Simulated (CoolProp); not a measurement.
The numbers come from the reference Helmholtz-energy equation of state, Colonna 2008 in CoolProp. It is a short technical equation, of lower accuracy than the large ones.

Problem. For dodecamethylcyclohexasiloxane (D6), give the phase and the Z, speed of sound (m/s) at 548.9 K and 3.92 bar; 575.5 K and 3.92 bar; 584.4 K and 3.92 bar.

Solution. 
- 548.9 K and 3.92 bar: liquid; Z 0.0579, speed of sound 267
- 575.5 K and 3.92 bar: liquid; Z 0.0597, speed of sound 214
- 584.4 K and 3.92 bar: liquid; Z 0.0608, speed of sound 194
